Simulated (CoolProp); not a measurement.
Properties of oxygen along the isobar 55.8 bar (Tc = 154.6 K, pc = 50.46 bar, ω = 0.022).

Computed with CoolProp (reference Helmholtz-energy equation of state, Schmidt 1985).

```csv
T (K),phase,density (kg/m³)
95.8,liquid,1126
106.3,liquid,1073
116.8,liquid,1015
127.3,liquid,950.2
137.8,liquid,871.6
148.4,liquid,760.2
158.9,supercritical,308.6
169.4,supercritical,197.3
179.9,supercritical,163.5
190.4,supercritical,143.3
200.9,supercritical,129.1
211.4,supercritical,118.3
221.9,supercritical,109.6
232.5,supercritical,102.3
243,supercritical,96.19
```
